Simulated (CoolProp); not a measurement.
Computed with CoolProp (reference Helmholtz-energy equation of state, Lemmon 2013).

For propylene, give the phase and the cp (kJ/(kg K)), conductivity (mW/(m K)) at 53.05 °C and 0.429 MPa; 164.25 °C and 0.429 MPa; 186.45 °C and 0.429 MPa.


- 53.05 °C and 0.429 MPa: gas; cp 1.70, conductivity 20.4
- 164.25 °C and 0.429 MPa: gas; cp 2.07, conductivity 34.4
- 186.45 °C and 0.429 MPa: gas; cp 2.14, conductivity 37.5

Thermal conductivity comes from a separate model (Huber 2003), an estimate that may be off by 10 % or more.
